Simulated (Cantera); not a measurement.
Mixture: CO : H2 : O2 : N2 = 1 : 0.45 : 1.12 : 4.19 (molar parts), at 1.00 bar, adiabatic and at constant pressure. Ignition delay is the time to a rise of 400 K.

Cantera simulation using GRI-Mech 3.0 (53 species, 325 reactions); the numbers are that mechanism's predictions, not measurements. Where the delays flatten at high temperature, the 400 K rule measures the pace of heat release, not the induction time.

Question: What does this change do: pressure from 1.00 bar to 0.740 bar?

Answer: 
```
quantity           before     after
---------------  --------  --------
delay at 975 K   0.722 ms  0.619 ms
delay at 1025 K  0.276 ms  0.319 ms
delay at 1075 K  0.166 ms  0.212 ms
delay at 1125 K  0.118 ms  0.157 ms
delay at 1175 K   91.2 µs  0.126 ms
delay at 1225 K   75.0 µs  0.106 ms
delay at 1275 K   64.5 µs   93.0 µs
```
